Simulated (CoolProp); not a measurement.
Properties of R236EA along the isotherm 379.6 K.

Values from CoolProp's reference Helmholtz-energy equation of state, Rui 2013.

| p (bar) | phase | cp (kJ/(kg K)) | cv (kJ/(kg K)) | speed of sound (m/s) | expansivity (1/kK) | fugacity coefficient |
|---|---|---|---|---|---|---|
| 4 | gas | 1.000 | 0.9264 | 141.0 | 3.247 | 0.9459 |
| 8 | gas | 1.046 | 0.9422 | 132.7 | 4.144 | 0.8922 |
| 12 | gas | 1.119 | 0.9632 | 122.8 | 5.615 | 0.8387 |
| 16 | gas | 1.270 | 0.9975 | 110.4 | 8.655 | 0.7845 |
| 20 | liquid | 1.602 | 1.012 | 249.6 | 6.290 | 0.6880 |
| 24 | liquid | 1.571 | 1.007 | 261.5 | 5.819 | 0.5835 |
| 28 | liquid | 1.545 | 1.003 | 272.2 | 5.445 | 0.5089 |
| 32 | liquid | 1.523 | 1.000 | 282.0 | 5.137 | 0.4531 |
| 36 | liquid | 1.505 | 0.9977 | 291.0 | 4.878 | 0.4097 |
| 40 | liquid | 1.489 | 0.9956 | 299.4 | 4.656 | 0.3751 |
| 44 | liquid | 1.475 | 0.9939 | 307.3 | 4.462 | 0.3468 |
| 48 | liquid | 1.462 | 0.9924 | 314.7 | 4.291 | 0.3233 |
| 52 | liquid | 1.451 | 0.9911 | 321.8 | 4.139 | 0.3035 |
| 56 | liquid | 1.441 | 0.9900 | 328.6 | 4.001 | 0.2866 |
| 60 | liquid | 1.432 | 0.9890 | 335.1 | 3.877 | 0.2719 |
